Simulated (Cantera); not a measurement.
CH₃OH + O₂ + N₂ (carbon deposition, reforming and gasification)

Feed: 1 mol CH₃OH, 0.13 mol O₂, 11 mol N₂, held at 1330 Pa.

These are equilibrium values from Cantera (NASA tables, ideal gas, pure condensed phases), not measurements of a reactor. Candidate condensed phases: C, C₆H₆, C₇H₈, C₈H₁₈, H₂O; 169 gas species. Ions and electrons are included (thermal ionisation). The numbers say what is thermodynamically allowed, not how fast it happens.

```tsv
T (°C)	x N₂	x H	x N	x H₂	x CO	x O	x H₂O	x C
2227	0.758	0.0657	2.20e-6	0.0910	0.0674	0.000925	0.0130	1.90e-12
2727	0.694	0.204	0.000100	0.0223	0.0629	0.0119	0.000697	8.99e-10
3227	0.677	0.242	0.00158	0.00223	0.0616	0.0152	4.83e-6	3.70e-7
3727	0.666	0.244	0.0125	0.000312	0.0611	0.0156	7.79e-8	4.01e-5
4227	0.624	0.238	0.0616	6.31e-5	0.0579	0.0169	3.10e-9	0.00140
4727	0.498	0.218	0.203	1.53e-5	0.0416	0.0269	3.06e-10	0.0122
```
x: gas mole fraction; nothing condenses.

From 2227 °C to 4727 °C nothing is condensed. The main C-bearing gas is CO throughout.
